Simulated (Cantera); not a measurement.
A closed system holds: 1 mol AlN, 0.28 mol HCl, 0.048 mol Cl2, held at 900 °C and 750 Torr.

These are equilibrium values from Cantera (NASA tables, ideal gas, pure condensed phases), not measurements of a reactor. Candidate condensed phases: Al, AlCl3, AlN, NH4Cl; 20 gas species. The tables' values for AlCl2 are old estimates; treat these amounts as uncertain. The numbers say what is thermodynamically allowed, not how fast it happens.

Base state: H2 0.362, AlCl3 0.336, N2 0.170, HCl 0.130, Al2Cl6 0.00150, AlCl2 3.50e-5, NH3 1.95e-5 (mole fractions); condensed: AlN(s).

### Question
What changes in the equilibrium state with this change: pressure from 750 Torr to 13.5 Torr?

### Answer
```json
[
 {"species": "H2", "before": "0.362", "after": "0.361"},
 {"species": "AlCl3", "before": "0.336", "after": "0.338"},
 {"species": "N2", "before": "0.170", "after": "0.169"},
 {"species": "Al2Cl6", "before": "0.00150", "after": "2.73e-5"},
 {"species": "HCl", "before": "0.130", "after": "0.131"},
 {"species": "NH3", "before": "1.95e-5", "after": "3.50e-7"},
 {"species": "AlCl2", "before": "3.50e-5", "after": "0.000262"},
 {"species": "AlN(s), mol", "before": "0.889", "after": "0.889"}
]
```
